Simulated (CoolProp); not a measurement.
Benzene along the isobar 19.2 MPa: density (kg/m³) from the reference equation and from simpler models built on Tc = 288.9 °C, pc = 4.906 MPa, ω = 0.211; each cubic takes its own stable root.

Values from CoolProp's reference Helmholtz-energy equation of state, Thol 2012.

```
T (°C)          phase  reference
------  -------------  ---------
95.45          liquid      819.6
118.35         liquid      796.8
141.15         liquid      773.7
164.05         liquid      750.0
186.85         liquid      725.7
209.75         liquid      700.6
232.55         liquid      674.6
255.45         liquid      647.4
278.25         liquid      619.0
301.15  supercritical      589.0
323.95  supercritical      557.6
346.85  supercritical      524.6
```

Task: How far does each simpler model (van der Waals, Soave-Redlich-Kwong, Peng-Robinson) lie from the reference over these 12 states: mean and median of the absolute difference, and the worst?

Result: 
- van der Waals: mean 30.8 %, median 31.6 %, worst -35.8 % at 95.45 °C and 19.2 MPa
- Soave-Redlich-Kwong: mean 7.9 %, median 7.3 %, worst -10.4 % at 346.85 °C and 19.2 MPa
- Peng-Robinson: mean 3.2 %, median 4.0 %, worst +4.8 % at 141.15 °C and 19.2 MPa
